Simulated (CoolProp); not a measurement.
Isobutane along the isobar 11900 kPa: density (kg/m³) from the reference equation and from simpler models built on Tc = 407.8 K, pc = 3629 kPa, ω = 0.184; each cubic takes its own stable root.

The numbers come from the reference Helmholtz-energy equation of state, Bücker 2006 in CoolProp.

```
T (K)   phase  reference
-----  ------  ---------
218.2  liquid      649.2
229.7  liquid      638.5
241.2  liquid      627.6
252.7  liquid      616.6
264.3  liquid      605.3
275.8  liquid      594.0
287.3  liquid      582.4
298.9  liquid      570.5
```

### Question
How far does each simpler model (van der Waals, Redlich-Kwong, Soave-Redlich-Kwong, Peng-Robinson) lie from the reference over these 8 states: mean and median of the absolute difference, and the worst?

### Answer
- van der Waals: mean 34.5 %, median 34.6 %, worst -35.7 % at 218.2 K and 11900 kPa
- Redlich-Kwong: mean 6.6 %, median 6.6 %, worst -6.7 % at 218.2 K and 11900 kPa
- Soave-Redlich-Kwong: mean 5.2 %, median 5.1 %, worst -5.7 % at 218.2 K and 11900 kPa
- Peng-Robinson: mean 6.6 %, median 6.7 %, worst +7.0 % at 287.3 K and 11900 kPa
